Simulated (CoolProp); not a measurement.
Vapour-liquid equilibrium of R13 (1) + propylene (2) at 0.146 MPa; x and y are mole fractions of (1).

Values from CoolProp's multi-fluid Helmholtz-energy mixture model, Platzer 1990 and Lemmon 2013; pair parameters Bell 2016. This equation is an older, rougher fit; its heat capacities, sound speeds and derivatives of the liquid may be far off and weren't checked against measurements.

Question: Give the bubble temperature and the first vapour's composition at x = 0.65, 0.8, 0.95. Is there an azeotrope?

Answer: x = 0.65: -70.0 °C, y = 0.883; x = 0.8: -71.9 °C, y = 0.926; x = 0.95: -73.7 °C, y = 0.978. No azeotrope shows between x = 0.05 and 0.95.

The pair parameters rest on a limited set of measurements; away from them the model extrapolates.
